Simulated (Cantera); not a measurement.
An isothermal, constant-pressure homogeneous reactor starts with 1.38 % H₂, 98.6 % O₂, equivalence ratio 0.0070, at 1275 K and 9.00 Torr.

Detailed kinetics in Cantera: GRI-Mech 3.0 (53 species, 325 reactions). Radical loss at walls, strong at low pressure, is not modelled.

x: mole fraction; the columns are a selection and need not sum to one.

```json
[
 {"t (s)": "0.000300", "x H₂": "0.0138", "x O₂": "0.986", "x O": "1.63e-8", "x H₂O": "7.20e-9", "x HO₂": "1.28e-8"},
 {"t (s)": "0.000621", "x H₂": "0.0138", "x O₂": "0.986", "x O": "6.34e-8", "x H₂O": "4.72e-8", "x HO₂": "2.66e-8"},
 {"t (s)": "0.00129", "x H₂": "0.0138", "x O₂": "0.986", "x O": "4.99e-7", "x H₂O": "5.16e-7", "x HO₂": "5.57e-8"},
 {"t (s)": "0.00266", "x H₂": "0.0138", "x O₂": "0.986", "x O": "2.42e-5", "x H₂O": "2.75e-5", "x HO₂": "1.52e-7"},
 {"t (s)": "0.00552", "x H₂": "___", "x O₂": "0.976", "x O": "___", "x H₂O": "___", "x HO₂": "___"},
 {"t (s)": "0.0114", "x H₂": "7.88e-5", "x O₂": "0.974", "x O": "0.0115", "x H₂O": "0.0127", "x HO₂": "8.10e-7"},
 {"t (s)": "0.0237", "x H₂": "7.23e-5", "x O₂": "0.974", "x O": "0.0109", "x H₂O": "0.0128", "x HO₂": "7.88e-7"},
 {"t (s)": "0.0490", "x H₂": "6.53e-5", "x O₂": "0.975", "x O": "0.00982", "x H₂O": "0.0129", "x HO₂": "7.52e-7"},
 {"t (s)": "0.101", "x H₂": "5.35e-5", "x O₂": "0.977", "x O": "0.00797", "x H₂O": "0.0130", "x HO₂": "6.86e-7"},
 {"t (s)": "0.210", "x H₂": "___", "x O₂": "0.980", "x O": "___", "x H₂O": "0.0132", "x HO₂": "___"},
 {"t (s)": "0.435", "x H₂": "2.02e-5", "x O₂": "0.983", "x O": "0.00294", "x H₂O": "0.0135", "x HO₂": "4.20e-7"},
 {"t (s)": "0.901", "x H₂": "8.41e-6", "x O₂": "0.985", "x O": "0.00121", "x H₂O": "0.0137", "x HO₂": "2.55e-7"},
 {"t (s)": "1.87", "x H₂": "2.83e-6", "x O₂": "0.986", "x O": "0.000405", "x H₂O": "0.0138", "x HO₂": "1.27e-7"},
 {"t (s)": "3.86", "x H₂": "8.54e-7", "x O₂": "0.986", "x O": "0.000122", "x H₂O": "0.0138", "x HO₂": "5.39e-8"},
 {"t (s)": "8.00", "x H₂": "2.57e-7", "x O₂": "0.986", "x O": "3.67e-5", "x H₂O": "0.0139", "x HO₂": "2.19e-8"}
]
```

### Question
Some entries are withheld; supply them.

### Answer

- 0.00552, x H₂: 0.00291
- 0.00552, x O: 0.00782
- 0.00552, x H₂O: 0.00898
- 0.00552, x HO₂: 1.26e-6
- 0.210, x H₂: 3.71e-5
- 0.210, x O: 0.00546
- 0.210, x HO₂: 5.75e-7
